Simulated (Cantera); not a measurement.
What does this Cantera script print?

```python
import numpy as np
import cantera as ct

gas_names = [...]  # 109 gases of nasa_gas.yaml made of C, Cl, H, Si
cond_names = """
    C(gr) C6H6(L) C7H8(L) C8H18(L),n-octa Si(cr) Si(L) SiC(b)
""".split()


# ... load() reads the species with a 1 bar reference pressure and builds the phases ...
atoms = {
    '(CH3)2SiCl2': {'C': 2, 'H': 6, 'Si': 1, 'CL': 2},
    'H2': {'H': 2},
    'C2H4': {'C': 2, 'H': 4},
}
top_T = {'C(gr)': 4500, 'SiC(b)': 3050}  # K; cautious upper limits of use, not melting points


# ... equilibrate(T, P, feed) seeds the gas with the atoms and calls Mixture.equilibrate('TP', solver="vcs", rtol=1e-11, max_steps=5000) ...
results = []
feed = {'(CH3)2SiCl2': 1, 'H2': 7.1, 'C2H4': 0.78}  # mol
P = 22000  # Pa
for T in [1073, 1223, 1373, 1523, 1673, 1823, 1973, 2123, 2273, 2423, 2573]:
    mix = equilibrate(T, P, feed)
    results.append((T, P, feed, dict(zip(mix.species_names, mix.species_moles))))

top = {s: max(r[3][s] / sum(r[3][g] for g in gas_names) for r in results) for s in gas_names}
cols = sorted((s for s in top if top[s] > 1e-05), key=lambda s: -top[s])[:7]
seen = [c for c in cond_names if any(r[3].get(c, 0) > 1e-12 for r in results)]
print("log10 of partial pressures in bar; condensed amounts in mol")
print(f"{'T/K':>10s}" + "".join(f"{s[:9]:>10s}" for s in cols + seen))
for T, P, feed, n in results:
    ng = sum(n[g] for g in gas_names)
    print(f"{T:10.4g}" + "".join(f"{np.log10(max(n[s] / ng * P / 1e5, 1e-99)):10.3f}" for s in cols)
          + "".join(f"{n.get(c, 0):10.4g}" for c in seen))
```

It prints:

```
log10 of partial pressures in bar; condensed amounts in mol
       T/K        H2       HCL         H     SiCL4 C2H2,acet        Si     SiCL2     C(gr)    SiC(b)
      1073    -0.717    -1.628    -8.212    -2.559    -8.861   -17.310    -5.399     2.638     0.827
      1223    -0.729    -1.493    -6.886    -3.234    -7.534   -14.206    -4.585     2.577    0.9565
      1373    -0.732    -1.467    -5.843    -4.082    -6.494   -11.784    -4.116     2.563     0.987
      1523    -0.732    -1.465    -5.002    -4.840    -5.659    -9.843    -3.783     2.568    0.9875
      1673    -0.732    -1.468    -4.309    -5.476    -4.976    -8.253    -3.521     2.575     0.981
      1823    -0.732    -1.473    -3.729    -6.015    -4.407    -6.928    -3.310     2.583    0.9706
      1973    -0.732    -1.480    -3.236    -6.482    -3.925    -5.806    -3.139     2.588    0.9569
      2123    -0.734    -1.490    -2.812    -6.894    -3.515    -4.845    -3.001     2.584    0.9393
      2273    -0.739    -1.504    -2.445    -7.267    -3.162    -4.012    -2.891     2.565    0.9121
      2423    -0.750    -1.527    -2.126    -7.617    -2.861    -3.283    -2.809     2.533    0.8464
      2573    -0.773    -1.564    -1.851    -7.970    -2.609    -2.641    -2.760      2.53    0.6117
```

Cantera equilibrium calculation (NASA polynomials, part measured and part estimated; ideal gas, pure solids and liquids). The feed counts by its element totals alone. The tables' values for SiCl, SiCl3 are old estimates; treat these amounts as uncertain. Gases not in the tables: Si2H6 and higher silanes.
